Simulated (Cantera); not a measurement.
Cantera run, input and output.

```python
import numpy as np
import cantera as ct

gas = ct.Solution("SiF4_NH3_mec.yaml", "gas")
gas.TPX = 2125, 2000, {'NH3': 1, 'N2': 0.74}
reactor = ct.IdealGasConstPressureReactor(gas, energy="off", clone=False)
net = ct.ReactorNet([reactor])
net.rtol, net.atol = 1e-08, 1e-18
show = ['NH3', 'H2', 'N2H2', 'N2', 'N2H4', 'N']
times = np.geomspace(0.0002, 1, 11)

steps = ct.SolutionArray(gas, extra=["t"])
rows = []
print(f"{'t/s':>10s}{'T/K':>9s}{'P/Pa':>11s}" + "".join(f"{s:>11s}" for s in show))
for t in times:
    while net.time < t:
        t_next = net.step()
        steps.append(gas.state, t=t_next)
    rows.append([np.interp(t, steps.t, y) for y in (steps.T, steps.P, *steps(*show).X.T)])
    print(f"{t:10.3e}{rows[-1][0]:9.1f}{rows[-1][1]:11.4g}" + "".join(f"{x:11.3e}" for x in rows[-1][2:]))
rate = np.gradient(steps.T, steps.t)
print("integrator steps:", len(steps.t))
if steps.T.max() > steps.T[0] + 200:
    print(f"time of steepest temperature rise: {steps.t[rate.argmax()]:.4e} s")
gas.TPX = 2125, 2000, {'NH3': 1, 'N2': 0.74}
gas.equilibrate("TP")
print(f"equilibrium (TP): T = {gas.T:.1f} K  " + "  ".join(f"{s} {gas[s].X[0]:.3e}" for s in show))
```

Output:

```
       t/s      T/K       P/Pa        NH3         H2       N2H2         N2       N2H4          N
 2.000e-04   2125.0       2000  5.745e-01  8.657e-05  2.798e-08  4.253e-01  1.057e-10  1.242e-10
 4.687e-04   2125.0       2000  5.742e-01  2.083e-04  1.944e-07  4.252e-01  5.849e-10  1.772e-09
 1.099e-03   2125.0       2000  5.734e-01  5.492e-04  1.305e-06  4.251e-01  3.092e-09  1.280e-08
 2.575e-03   2125.0       2000  5.711e-01  2.010e-03  6.228e-06  4.249e-01  1.273e-08  5.814e-08
 6.034e-03   2125.0       2000  5.639e-01  8.492e-03  1.156e-05  4.251e-01  2.145e-08  2.220e-07
 1.414e-02   2125.0       2000  5.459e-01  2.577e-02  1.140e-05  4.260e-01  1.882e-08  5.944e-07
 3.314e-02   2125.0       2000  5.061e-01  6.381e-02  1.016e-05  4.279e-01  1.443e-08  1.321e-06
 7.768e-02   2125.0       2000  4.264e-01  1.399e-01  7.925e-06  4.318e-01  9.783e-09  2.269e-06
 1.821e-01   2125.0       2000  2.948e-01  2.655e-01  4.808e-06  4.381e-01  5.311e-09  3.026e-06
 4.267e-01   2125.0       2000  1.404e-01  4.126e-01  1.881e-06  4.455e-01  1.797e-09  3.340e-06
 1.000e+00   2125.0       2000  3.390e-02  5.139e-01  3.470e-07  4.506e-01  2.424e-10  3.193e-06
integrator steps: 904
equilibrium (TP): T = 2125.0 K  NH3 8.595e-08  H2 5.328e-01  N2H2 2.992e-14  N2 4.483e-01  N2H4 3.038e-19  N 2.324e-08
```

Computed with Cantera and the gas-phase N/H chemistry of the illustrative SiF4/NH3 mechanism in the Surface Chemkin manual (1991). Walls and surfaces, which speed up NH3 decomposition in real reactors, are not modelled.
